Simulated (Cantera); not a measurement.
Feed: 1 mol CaF₂, 5.2 mol H₂, 61 mol N₂, equilibrated at 1925 °C and 0.00133 bar.

Cantera equilibrium calculation (NASA polynomials, part measured and part estimated; ideal gas, pure solids and liquids). Candidate condensed phases: Ca, CaF₂; 25 gas species. Rates play no part.

Base state: N₂ 0.885, H₂ 0.0505, H 0.0343, HF 0.0156, Ca 0.00563, CaF₂ 0.00453, CaF 0.00435 (mole fractions); condensed: gas only.

Question: What changes in the equilibrium state with this change: CaF₂ replaced by BaF₂?

Answer: 
```
species   before    after
-------  -------  -------
N₂         0.885    0.887
H₂        0.0505   0.0527
H         0.0343   0.0350
BaF            0  0.00903
Ca       0.00563        0
HF        0.0156   0.0107
BaF₂           0  0.00465
CaF₂     0.00453        0
```
Further candidate phases: Ba, BaF₂.
